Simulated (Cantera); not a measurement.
Cantera run, input and output.

```python
import numpy as np
import cantera as ct

gas = ct.Solution("gri30.yaml")
gas.TPX = 1150, 100000, {'CH4': 1, 'CO': 0.2, 'O2': 2.41, 'N2': 8.21, 'H2O': 0.26, 'H2': 0.12}
reactor = ct.IdealGasReactor(gas, energy="on", clone=False)
net = ct.ReactorNet([reactor])
net.rtol, net.atol = 1e-08, 1e-16
show = ['CH4', 'CO', 'O2', 'NO2', 'H2', 'CH3', 'NO']
times = np.geomspace(5e-06, 0.3, 15)

steps = ct.SolutionArray(gas, extra=["t"])
rows = []
print(f"{'t/s':>10s}{'T/K':>9s}{'P/Pa':>11s}" + "".join(f"{s:>11s}" for s in show))
for t in times:
    while net.time < t:
        t_next = net.step()
        steps.append(gas.state, t=t_next)
    rows.append([np.interp(t, steps.t, y) for y in (steps.T, steps.P, *steps(*show).X.T)])
    print(f"{t:10.3e}{rows[-1][0]:9.1f}{rows[-1][1]:11.4g}" + "".join(f"{x:11.3e}" for x in rows[-1][2:]))
rate = np.gradient(steps.T, steps.t)
print("integrator steps:", len(steps.t))
if steps.T.max() > steps.T[0] + 200:
    print(f"time of steepest temperature rise: {steps.t[rate.argmax()]:.4e} s")
gas.TPX = 1150, 100000, {'CH4': 1, 'CO': 0.2, 'O2': 2.41, 'N2': 8.21, 'H2O': 0.26, 'H2': 0.12}
gas.equilibrate("UV")
print(f"equilibrium (UV): T = {gas.T:.1f} K  " + "  ".join(f"{s} {gas[s].X[0]:.3e}" for s in show))
```

Result:

```
       t/s      T/K       P/Pa        CH4         CO         O2        NO2         H2        CH3         NO
 5.000e-06   1150.0      1e+05  8.197e-02  1.639e-02  1.975e-01  1.613e-28  9.836e-03  2.131e-09  2.328e-21
 1.097e-05   1150.0      1e+05  8.197e-02  1.639e-02  1.975e-01  2.364e-27  9.836e-03  5.174e-09  6.871e-21
 2.407e-05   1150.0      1e+05  8.197e-02  1.639e-02  1.975e-01  2.990e-26  9.836e-03  1.209e-08  1.773e-20
 5.283e-05   1150.0      1e+05  8.197e-02  1.639e-02  1.975e-01  3.655e-25  9.836e-03  2.820e-08  4.520e-20
 1.159e-04   1150.0      1e+05  8.197e-02  1.639e-02  1.975e-01  4.601e-24  9.836e-03  6.843e-08  1.249e-19
 2.544e-04   1150.0      1e+05  8.197e-02  1.639e-02  1.975e-01  6.746e-23  9.836e-03  1.847e-07  4.216e-19
 5.581e-04   1150.0      1e+05  8.197e-02  1.639e-02  1.975e-01  1.437e-21  9.836e-03  6.371e-07  2.160e-18
 1.225e-03   1150.0      1e+05  8.196e-02  1.639e-02  1.975e-01  9.187e-20  9.834e-03  3.704e-06  3.120e-17
 2.687e-03   1150.5      1e+05  8.189e-02  1.639e-02  1.975e-01  3.965e-17  9.811e-03  2.007e-05  2.026e-15
 5.897e-03   1153.4  1.003e+05  8.153e-02  1.639e-02  1.973e-01  1.633e-15  9.732e-03  2.435e-05  1.520e-14
 1.294e-02   1164.5  1.012e+05  8.017e-02  1.653e-02  1.963e-01  2.545e-14  9.607e-03  3.421e-05  6.939e-14
 2.839e-02   2785.5  2.477e+05  2.334e-15  3.314e-02  3.010e-02  5.049e-06  1.254e-02  1.728e-14  1.246e-02
 6.231e-02   2785.5  2.477e+05  2.334e-15  3.314e-02  3.010e-02  5.049e-06  1.254e-02  1.728e-14  1.246e-02
 1.367e-01   2785.5  2.477e+05  2.334e-15  3.314e-02  3.010e-02  5.049e-06  1.254e-02  1.728e-14  1.246e-02
 3.000e-01   2785.5  2.477e+05  2.334e-15  3.314e-02  3.010e-02  5.049e-06  1.254e-02  1.728e-14  1.246e-02
integrator steps: 2446
time of steepest temperature rise: 2.1511e-02 s
equilibrium (UV): T = 2785.5 K  CH4 3.091e-15  CO 3.314e-02  O2 3.010e-02  NO2 5.049e-06  H2 1.254e-02  CH3 2.289e-14  NO 1.246e-02
```

Cantera simulation using GRI-Mech 3.0 (53 species, 325 reactions); the numbers are that mechanism's predictions, not measurements.
